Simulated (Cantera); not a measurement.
A closed system holds: 1 mol SiCl4, 5.2 mol HCl, 5.3 mol H2, held at 1298.15 K and 1 atm.

Cantera equilibrium calculation (NASA polynomials, part measured and part estimated; ideal gas, pure solids and liquids). Candidate condensed phases: Si; 19 gas species. The tables' values for SiCl3 are old estimates; treat these amounts as uncertain. Rates play no part.

Base state: HCl 0.458, H2 0.456, SiCl4 0.0812, SiHCl3 0.00365, SiCl3 0.00177, SiCl2 0.000230, SiH2Cl2 2.31e-5 (mole fractions); condensed: gas only.

**Question.** What changes in the equilibrium state with this change: temperature from 1298.15 K to 873.15 K?

**Answer.** 
| species | before | after |
|---|---|---|
| H2 | 0.456 | 0.461 |
| HCl | 0.458 | 0.452 |
| SiCl4 | 0.0812 | 0.0868 |
| SiCl2 | 0.000230 | <1e-9 |
| SiCl3 | 0.00177 | 7.43e-7 |
| SiH2Cl2 | 2.31e-5 | 3.78e-8 |
| SiHCl3 | 0.00365 | 0.000190 |
